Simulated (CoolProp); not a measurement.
Computed with CoolProp (reference Helmholtz-energy equation of state, Lemmon 2009).

### Question
For propane, give the phase and the speed of sound (m/s), viscosity (µPa s) at 331.85 °C and 2.28 MPa; 331.85 °C and 2.73 MPa; 331.85 °C and 6.38 MPa.

### Answer
- 331.85 °C and 2.28 MPa: gas; speed of sound 342, viscosity 16.2
- 331.85 °C and 2.73 MPa: gas; speed of sound 340, viscosity 16.3
- 331.85 °C and 6.38 MPa: supercritical; speed of sound 333, viscosity 17.8

Viscosity comes from a separate model (Vogel 1998).
